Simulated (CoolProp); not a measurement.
A single-stage vapour-compression cycle with sulfur dioxide: evaporating at 278.15 K (dew point), condensing at 299.15 K (bubble point), superheat 2 K, subcooling 8 K, compressor efficiency 0.65, no pressure losses. Each further row changes one setting.

Computed with CoolProp (reference Helmholtz-energy equation of state, Gao 2016).

```json
[
 {"case": "as stated", "cooling COP": "8.18", "pressure ratio": "2.13", "discharge temperature (K)": "350.3", "refrigerating effect (kJ/kg)": "359", "volumetric capacity (kJ/m³)": "1960"},
 {"case": "evaporating temperature 283.15 K", "cooling COP": "11.1", "pressure ratio": "1.76", "discharge temperature (K)": "337.2", "refrigerating effect (kJ/kg)": "361", "volumetric capacity (kJ/m³)": "…"},
 {"case": "condensing temperature 294.15 K", "cooling COP": "…", "pressure ratio": "1.80", "discharge temperature (K)": "333.9", "refrigerating effect (kJ/kg)": "366", "volumetric capacity (kJ/m³)": "2000"},
 {"case": "subcooling 13 K", "cooling COP": "8.34", "pressure ratio": "2.13", "discharge temperature (K)": "350.3", "refrigerating effect (kJ/kg)": "366", "volumetric capacity (kJ/m³)": "2000"},
 {"case": "superheat 12 K", "cooling COP": "8.01", "pressure ratio": "2.13", "discharge temperature (K)": "362.5", "refrigerating effect (kJ/kg)": "366", "volumetric capacity (kJ/m³)": "1920"},
 {"case": "compressor efficiency 0.55", "cooling COP": "…", "pressure ratio": "2.13", "discharge temperature (K)": "361.6", "refrigerating effect (kJ/kg)": "359", "volumetric capacity (kJ/m³)": "1960"}
]
```

**Question.** Some entries are withheld; supply them.

**Answer.** 
- evaporating temperature 283.15 K, volumetric capacity (kJ/m³): 2360
- condensing temperature 294.15 K, cooling COP: 10.9
- compressor efficiency 0.55, cooling COP: 6.92
